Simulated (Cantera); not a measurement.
Input: 1 mol B₂O₃, 31 mol H₂, at 1298 K and 750 Torr.

Cantera equilibrium calculation (NASA polynomials, part measured and part estimated; ideal gas, pure solids and liquids). Candidate condensed phases: B, B₂O₃, B₃O₃H₃, H₂O; 23 gas species. Rates play no part.

What is the equilibrium state?


| Quantity | Result |
|---|---|
| x(H₂) | 1.000 |
| x(H₂O) | 6.42e-5 |
| x(HBO) | 4.80e-5 |
| x(B₃O₃H₃) | 3.48e-5 |
| x(HBO₂) | 2.41e-5 |
| x(H) | 1.07e-6 |
| n(B₂O₃(l)) | 0.997 mol |
| gas amount | 31.00 mol |
| log10 activity of B(s) (absent) | -2.30 |
| log10 activity of B₃O₃H₃(s) (absent) | -8.38 |
